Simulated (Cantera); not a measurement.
A perfectly stirred reactor is fed with CO : H2 : CH4 : O2 : N2 = 0.74 : 0.045 : 0.57 : 3.02 : 11.4 (molar parts), at 5.00 bar; it is adiabatic with a 473 K inlet, and is followed from long to short residence time, starting on the burning branch (τ in s: 0.028, 0.013, 0.0065, 0.0032, 0.0016, 0.00076, 0.00037, 0.00018, 8.8e-05, 4.3e-05, 2.1e-05, 1e-05, 5e-06).

Model: GRI-Mech 3.0 (53 species, 325 reactions), integrated in Cantera.

Question: Predict: blow-out, bracketed by the residence times tried; x(CO) at τ = 28.0 ms; x(H2) at τ = 28.0 ms; x(CH4) at τ = 28.0 ms; x(C2H2) at τ = 28.0 ms; x(N2O) at τ = 28.0 ms; x(CO) at τ = 0.370 ms; x(H2) at τ = 0.370 ms; x(CH4) at τ = 0.370 ms; x(C2H2) at τ = 0.370 ms; x(N2O) at τ = 0.370 ms.

Answer: 
```
Quantity                                                                        Result
------------------------------------------------  ------------------------------------
blow-out, bracketed by the residence times tried  burning at 0.370 ms, out at 0.180 ms
x(CO) at τ = 28.0 ms                                                          0.000491
x(H2) at τ = 28.0 ms                                                           2.62e-5
x(CH4) at τ = 28.0 ms                                                          1.34e-5
x(C2H2) at τ = 28.0 ms                                                         2.27e-9
x(N2O) at τ = 28.0 ms                                                          1.40e-6
x(CO) at τ = 0.370 ms                                                           0.0122
x(H2) at τ = 0.370 ms                                                         0.000509
x(CH4) at τ = 0.370 ms                                                        0.000341
x(C2H2) at τ = 0.370 ms                                                        2.50e-8
x(N2O) at τ = 0.370 ms                                                         2.00e-6
```
